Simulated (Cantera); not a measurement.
## Stirred combustor or abatement burner

A perfectly stirred reactor is fed with H2 : O2 : N2 = 1 : 1.14 : 4.27 (molar parts), equivalence ratio 0.44, at 42000 Pa; it is adiabatic with a 300 K inlet, and is followed from long to short residence time, starting on the burning branch (τ in s: 0.31, 0.14, 0.064, 0.029, 0.013, 0.0059, 0.0027, 0.0012, 0.00055, 0.00025, 0.00011, 5.1e-05).

Model: the H2/O2 subset of GRI-Mech 3.0, which has no nitrogen chemistry, integrated in Cantera.

```tsv
τ (s)	T (K)	x H2	x O2	x HO2	x H2O2	x OH	x H2O
0.31	1512	0.000151	0.108	2.34e-6	1.59e-7	0.000903	0.169
0.14	1509	0.000256	0.108	3.71e-6	2.26e-7	0.00117	0.168
0.064	1505	0.000430	0.108	5.70e-6	3.16e-7	0.00150	0.168
0.029	1498	0.000722	0.108	8.50e-6	4.40e-7	0.00192	0.167
0.013	1487	0.00121	0.108	1.22e-5	6.18e-7	0.00242	0.166
0.0059	1469	0.00200	0.107	1.66e-5	8.73e-7	0.00297	0.165
0.0027	1441	0.00326	0.107	2.14e-5	1.26e-6	0.00350	0.162
0.0012	1396	0.00539	0.108	2.70e-5	1.92e-6	0.00391	0.158
0.00055	1330	0.00905	0.109	3.35e-5	2.93e-6	0.00398	0.152
0.00025	1227	0.0180	0.114	4.32e-5	4.32e-6	0.00348	0.140
0.00011	300	0.156	0.178	<1e-12	<1e-12	<1e-12	<1e-12
5.1e-5	300	0.156	0.178	<1e-12	<1e-12	<1e-12	<1e-12
```
x: mole fraction; the columns are a selection and need not sum to one.
